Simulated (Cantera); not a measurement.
Input (Python, Cantera) and output of one run.

```python
import numpy as np
import cantera as ct

gas_names = """
    C CN CO CO2 C2 CCN CNC C2N2 C2O C3 C3O2 C4 C4N2 C5 N NCO NO NO2 NO3 N2 N2O O O2 O3 Si SiC SiC2 SiN
    SiO SiO2 Si2 Si2C Si2N Si3
""".split()
cond_names = """
    C(gr) Si(cr) Si(L) SiC(b) SiO2(Lqz) SiO2(hqz) SiO2(L) Si2N2O(s) Si3N4(a)
""".split()


# ... load() reads the species with a 1 bar reference pressure and builds the phases ...
atoms = {
    'SiO2': {'Si': 1, 'O': 2},
    'C': {'C': 1},
    'N2': {'N': 2},
    'Si': {'Si': 1},
}
top_T = {'C(gr)': 4500, 'SiC(b)': 3050, 'Si2N2O(s)': 2100, 'Si3N4(a)': 2400}  # K; cautious upper limits of use, not melting points


# ... equilibrate(T, P, feed) seeds the gas with the atoms and calls Mixture.equilibrate('TP', solver="vcs", rtol=1e-11, max_steps=5000) ...
results = []
feed = {'SiO2': 1, 'C': 0.014, 'N2': 2.7, 'Si': 0.12}  # mol
T = 1623  # K
for P in [1, 10, 100, 1000, 10000, 100000, 1000000]:
    mix = equilibrate(T, P, feed)
    results.append((T, P, feed, dict(zip(mix.species_names, mix.species_moles))))

top = {s: max(r[3][s] / sum(r[3][g] for g in gas_names) for r in results) for s in gas_names}
cols = sorted((s for s in top if top[s] > 0.001), key=lambda s: -top[s])[:6]
seen = [c for c in cond_names if any(r[3].get(c, 0) > 1e-12 for r in results)]
print("log10 of partial pressures in bar; condensed amounts in mol")
print(f"{'P/Pa':>10s}" + "".join(f"{s[:9]:>10s}" for s in cols + seen))
for T, P, feed, n in results:
    ng = sum(n[g] for g in gas_names)
    print(f"{P:10.4g}" + "".join(f"{np.log10(max(n[s] / ng * P / 1e5, 1e-99)):10.3f}" for s in cols)
          + "".join(f"{n.get(c, 0):10.4g}" for c in seen))
```

Result:

```
log10 of partial pressures in bar; condensed amounts in mol
      P/Pa        N2       SiO        CO SiO2(hqz) Si2N2O(s)
         1    -5.041    -6.067    -7.334    0.8657         0
        10    -4.041    -5.068    -6.327     0.866         0
       100    -3.041    -4.068    -5.326     0.866         0
      1000    -2.012    -3.662    -4.287     0.931     0.065
     1e+04    -1.003    -3.998    -3.274    0.9498   0.08379
     1e+05    -0.002    -4.332    -2.274    0.9506   0.08463
     1e+06     0.998    -4.665    -1.274    0.9507   0.08467
```

Equilibrium computed with Cantera from the NASA thermochemical tables; the gas is ideal and each condensed phase is pure. Mutual solubility and eutectic melting of coexisting phases are not modelled. The tables hold silica as quartz up to 1696 K and as liquid above; real silica turns to tridymite and cristobalite and melts near 1996 K.
